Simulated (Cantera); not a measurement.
Charge: 1 mol Si₃N₄, 1.6 mol H₂O, 230 mol H₂, equilibrated at 1150 °C and 0.100 bar.

These are equilibrium values from Cantera (NASA tables, ideal gas, pure condensed phases), not measurements of a reactor. Candidate condensed phases: H₂O, Si, SiO₂, Si₂N₂O, Si₃N₄; 35 gas species. Mutual solubility and eutectic melting of coexisting phases are not modelled. The tables hold silica as quartz up to 1696 K and as liquid above; real silica turns to tridymite and cristobalite and melts near 1996 K. Equilibrium is a limit: real reactors are often held back by kinetics, nucleation or transport.

Task: What is the equilibrium state?

Result: 
```
Quantity                              Result
--------------------------------  ----------
x(H₂)                                  0.998
x(N₂)                                0.00230
x(SiO)                               4.11e-5
x(H₂O)                               3.96e-5
x(H)                                 2.10e-5
n(SiO₂(β-quartz))                 0.0574 mol
n(Si₂N₂O(s))                        1.47 mol
gas amount                         232.1 mol
log10 activity of Si(s) (absent)       -2.91
```
